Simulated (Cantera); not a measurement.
A perfectly stirred reactor is fed with CO : O₂ : H₂O : N₂ = 0.0026 : 0.047 : 0.00022 : 1 (molar parts), at 9.87 atm; it is held at 1050 K, and followed from long to short residence time.

Model: GRI-Mech 3.0 (53 species, 325 reactions), integrated in Cantera.

Task: Predict: x(CO) at τ = 18.0 s; x(O₂) at τ = 18.0 s; x(H₂O) at τ = 18.0 s; x(NO) at τ = 18.0 s; x(H₂O₂) at τ = 18.0 s; x(CO) at τ = 23.0 ms; x(O₂) at τ = 23.0 ms; x(H₂O) at τ = 23.0 ms.

Result: 
```
Item                      Value
---------------------  --------
x(CO) at τ = 18.0 s    0.000817
x(O₂) at τ = 18.0 s      0.0440
x(H₂O) at τ = 18.0 s   0.000210
x(NO) at τ = 18.0 s     1.07e-9
x(H₂O₂) at τ = 18.0 s   2.99e-9
x(CO) at τ = 23.0 ms    0.00248
x(O₂) at τ = 23.0 ms     0.0448
x(H₂O) at τ = 23.0 ms  0.000210
```
